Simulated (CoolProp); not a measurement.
A simple Rankine cycle with water: condensing at 292.15 K, boiler at 6.39 MPa, turbine inlet 554.9 K, turbine efficiency 0.75, pump efficiency 0.6, no recuperator. Each further row changes one setting.

Computed with CoolProp (reference Helmholtz-energy equation of state, Wagner 2002).

```tsv
case	thermal efficiency (%)	net work (kJ/kg)	heat in (kJ/kg)	turbine exit temperature (K)	volume ratio over the turbine
as stated	___	796	2700	292.1	1550
turbine inlet 574.9 K	29.7	827	2780	292.1	1450
condensing temperature 284.15 K	30.4	830	2730	284.1	___
boiler pressure 4.47 MPa	28.7	805	___	292.1	1020
turbine efficiency 0.65	25.5	689	2700	292.1	___
```

Problem. Complete the blanks.

Solution. 
- as stated, thermal efficiency (%): 29.5
- condensing temperature 284.15 K, volume ratio over the turbine: 2510
- boiler pressure 4.47 MPa, heat in (kJ/kg): 2800
- turbine efficiency 0.65, volume ratio over the turbine: 1640

The expansion ends wet for: as stated; turbine inlet 574.9 K; condensing temperature 284.15 K; boiler pressure 4.47 MPa; turbine efficiency 0.65.
